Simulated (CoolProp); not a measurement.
Vapour-liquid equilibrium of m-xylene (1) + n-nonane (2) at 489.9 K; x and y are mole fractions of (1).

Model: multi-fluid Helmholtz-energy mixture model, Zhou 2012 and Lemmon 2006; pair parameters Bell 2016, in CoolProp.

### Question
Give the bubble pressure and the first vapour's composition at x = 0.125, 0.2, 0.425. Is there an azeotrope?

### Answer
x = 0.125: 471.4 kPa, y = 0.167; x = 0.2: 486.7 kPa, y = 0.255; x = 0.425: 523.8 kPa, y = 0.482. No azeotrope shows between x = 0.05 and 0.95.

The pair parameters rest on a limited set of measurements; away from them the model extrapolates.
